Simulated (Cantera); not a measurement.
# Reactions in the system Cl-N-O-Ti

Source: NASA polynomial tables (part measured, part estimated), evaluated in Cantera. Values are per mole of reaction as written; species without (g) are pure solids or liquids, kept so even where they would boil at 1 bar.

2 NO(g) + 2 Ti₂O₃ → N₂(g) + 4 TiO₂

| T (K) | ΔH° (kJ) | ΔS° (J/K) | ΔG° (kJ) | log10 K |
|---|---|---|---|---|
| 1073 | -940.9 | -216.4 | -708.7 | 34.50 |
| 1173 | -943.8 | -219.0 | -687.0 | 30.59 |
| 1273 | -946.7 | -221.3 | -664.9 | 27.28 |
| 1373 | -949.5 | -223.5 | -642.7 | 24.45 |
| 1473 | -952.4 | -225.5 | -620.3 | 21.99 |
| 1573 | -955.3 | -227.4 | -597.6 | 19.84 |
| 1673 | -958.2 | -229.2 | -574.8 | 17.95 |
| 1773 | -961.1 | -230.8 | -551.8 | 16.26 |
| 1873 | -964.0 | -232.4 | -528.6 | 14.74 |
| 1973 | -966.8 | -233.9 | -505.3 | 13.38 |
| 2073 | -969.7 | -235.3 | -481.8 | 12.14 |

2 TiOCl₂(g) + 2 NO(g) → Ti₂O₃ + 2 Cl₂(g) + N₂O(g)

```tsv
T (K)	ΔH° (kJ)	ΔS° (J/K)	ΔG° (kJ)	log10 K
1073	-502.1	-277.8	-204.1	9.94
1173	-497.5	-273.7	-176.5	7.86
1273	-492.9	-269.8	-149.4	6.13
1373	-488.1	-266.2	-122.6	4.66
1473	-483.3	-262.8	-96.1	3.41
1573	-478.4	-259.6	-70.0	2.32
1673	-473.4	-256.6	-44.2	1.38
1773	-468.4	-253.6	-18.7	0.55
1873	-463.3	-250.8	6.6	-0.18
1973	-458.1	-248.1	31.5	-0.83
2073	-452.8	-245.5	56.2	-1.42
```
